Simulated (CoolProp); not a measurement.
Vapour-liquid equilibrium of R22 (1) + R115 (2) at 220 K; x and y are mole fractions of (1).

The numbers come from the multi-fluid Helmholtz-energy mixture model, Kamei 1995 and Lemmon 2016; pair parameters Bell 2016 in CoolProp.

Q: Give the bubble pressure and the first vapour's composition at x = 0.2, 0.5, 0.95. Is there an azeotrope?

A: x = 0.2: 0.06586 MPa, y = 0.323; x = 0.5: 0.06860 MPa, y = 0.478; x = 0.95: 0.05725 MPa, y = 0.910. y crosses x between x = 0.35 and 0.5: the model has an azeotrope there.

Pair parameters are fitted to limited data, so mixtures are less certain than the pure fluids.
